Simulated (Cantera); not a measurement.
Feed: 1 mol Pb, 1.3 mol CO, 49 mol N₂, held at 700 K and 1.00 Torr.

Method: chemical equilibrium by Gibbs-energy minimisation in Cantera with the NASA 1993 tables (ideal gas, pure condensed phases). Candidate condensed phases: C, Pb, PbO, PbO₂, Pb₃O₄; 27 gas species. Rates play no part.

Base state: N₂ 0.976, CO 0.0211, CO₂ 0.00240 (mole fractions); condensed: C(graphite) + Pb(l).

### Question
What changes in the equilibrium state with this change: CO from 1.3 to 6.2 mol?

### Answer
```tsv
species	before	after
N₂	0.976	0.909
CO	0.0211	0.0669
CO₂	0.00240	0.0241
C(graphite), mol	0.120	1.30
Pb(l), mol	1.000	1.000
```
